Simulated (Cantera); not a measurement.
A closed system holds: 1 mol SiH4, 0.0055 mol Cl2, 100 mol H2, 1.2 mol HCl, equilibrated at 1473 K and 255 Torr.

Equilibrium computed with Cantera from the NASA thermochemical tables; the gas is ideal and each condensed phase is pure. Candidate condensed phases: Si; 19 gas species. Equilibrium is a limit: real reactors are often held back by kinetics, nucleation or transport.

Base state: H2 0.989, HCl 0.0109, SiCl2 0.000380, H 2.16e-5 (mole fractions); condensed: Si(s).

### Question
What changes in the equilibrium state with this change: temperature from 1473 K to 850 K?

### Answer
```
species       before     after
----------  --------  --------
H2             0.989     0.996
SiHCl3       4.01e-6   0.00174
SiCl4        4.71e-7   0.00123
HCl           0.0109   0.00117
H            2.16e-5     <1e-9
SiCl2       0.000380   1.64e-6
SiH2Cl2      5.34e-6  0.000215
Si(s), mol     0.959     0.671
```
